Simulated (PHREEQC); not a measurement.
Dissolve 0.011 mol H3BO3, 0.019 mol K2HPO4 and 0.0012 mol NaCl per kg of water at 45 °C. Closed to the air; pH follows from the charge balance.

All values are PHREEQC results (ion-association model, phreeqc.dat), not measurements.

This is a speciation only: nothing precipitates in the calculation.

Problem. Order these P species by the share of P that they hold, largest first: KHPO4-, H2PO4-, HPO4-2.

Solution. HPO4-2 (91 %), H2PO4- (6.1 %), KHPO4- (2.8 %)

The pH is 8.06 and the ionic strength 0.0559 mol/kgw. Complexes and solids missing from the database can't appear. Away from 25 °C the constants follow the database's enthalpies or fits; those with neither stay at their 25 °C values.
